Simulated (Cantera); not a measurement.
What does this Cantera script print?

```python
import numpy as np
import cantera as ct

gas_names = """
    H H2 N NH NH2 NH3 N2 N2H2 N2H4 Si SiH SiH2 SiH3 SiH4 SiN Si2 Si2N Si3
""".split()
cond_names = """
    Si(cr) Si(L) Si3N4(a)
""".split()


def load(file, names, dense=False):
    # The tables refer to 1 bar. Condensed volumes are neglected.
    table = {s.name: s for s in ct.Species.list_from_file(file)}
    out = []
    for n in names:
        d = dict(table[n].input_data)
        d["thermo"] = dict(d["thermo"], **{"reference-pressure": 1e5})
        if dense:
            d["equation-of-state"] = {"model": "constant-volume", "density": "1e6 g/cm^3"}
        out.append(ct.Species.from_dict(d))
    return out


gas = ct.Solution(thermo="ideal-gas", species=load("nasa_gas.yaml", gas_names))
cond = {s.name: ct.Solution(thermo="fixed-stoichiometry", species=[s], name=s.name)
        for s in load("nasa_condensed.yaml", cond_names, dense=True)}
atoms = {
    'SiH4': {'Si': 1, 'H': 4},
    'NH3': {'N': 1, 'H': 3},
}
top_T = {'Si3N4(a)': 2400}  # K; cautious upper limits of use, not melting points


def equilibrate(T, P, feed):
    n = {}
    for name, mol in feed.items():
        for a, k in atoms[name].items():
            n[a] = n.get(a, 0.0) + k * mol
    gas.TPX = T, P, n
    mass = sum(n.values()) * gas.mean_molecular_weight
    gas.equilibrate("TP")
    valid = [c for c in cond.values() if c.min_temp <= T <= top_T.get(c.name, c.max_temp)]
    mix = ct.Mixture([(gas, mass / gas.mean_molecular_weight)] + [(c, 0.0) for c in valid])
    mix.T, mix.P = T, P
    mix.equilibrate("TP", solver="vcs", rtol=1e-11, max_steps=5000)
    return mix


results = []
feed = {'SiH4': 1, 'NH3': 0.22}  # mol
P = 93  # Pa
for T in [975, 1125, 1275, 1425, 1575, 1725, 1875, 2025]:
    mix = equilibrate(T, P, feed)
    results.append((T, P, feed, dict(zip(mix.species_names, mix.species_moles))))

top = {s: max(r[3][s] / sum(r[3][g] for g in gas_names) for r in results) for s in gas_names}
cols = sorted((s for s in top if top[s] > 0.001), key=lambda s: -top[s])[:7]
seen = [c for c in cond_names if any(r[3].get(c, 0) > 1e-12 for r in results)]
print("log10 of partial pressures in bar; condensed amounts in mol")
print(f"{'T/K':>10s}" + "".join(f"{s[:9]:>10s}" for s in cols + seen))
for T, P, feed, n in results:
    ng = sum(n[g] for g in gas_names)
    print(f"{T:10.4g}" + "".join(f"{np.log10(max(n[s] / ng * P / 1e5, 1e-99)):10.3f}" for s in cols)
          + "".join(f"{n.get(c, 0):10.4g}" for c in seen))
```

Result:

```
log10 of partial pressures in bar; condensed amounts in mol
       T/K        H2        Si         H        N2       SiH    Si(cr)     Si(L)  Si3N4(a)
       975    -3.032   -16.351   -10.457   -11.287   -15.922     0.835         0     0.055
      1125    -3.032   -13.154    -8.868    -8.624   -13.272     0.835         0     0.055
      1275    -3.032   -10.715    -7.648    -6.595   -11.251     0.836         0   0.05468
      1425    -3.036    -8.793    -6.684    -5.000    -9.664     0.873         0   0.04233
      1575    -3.052    -7.241    -5.907    -4.378    -8.389    0.9998         0         0
      1725    -3.055    -5.993    -5.258    -4.379    -7.366         0    0.9971         0
      1875    -3.065    -5.043    -4.716    -4.387    -6.609         0    0.9743         0
      2025    -3.109    -4.235    -4.270    -4.421    -5.983         0    0.8225         0
```

Method: chemical equilibrium by Gibbs-energy minimisation in Cantera with the NASA 1993 tables (ideal gas, pure condensed phases). Mutual solubility and eutectic melting of coexisting phases are not modelled. The tables' values for SiN are old estimates; treat these amounts as uncertain. Gases not in the tables: Si2H6 and higher silanes.
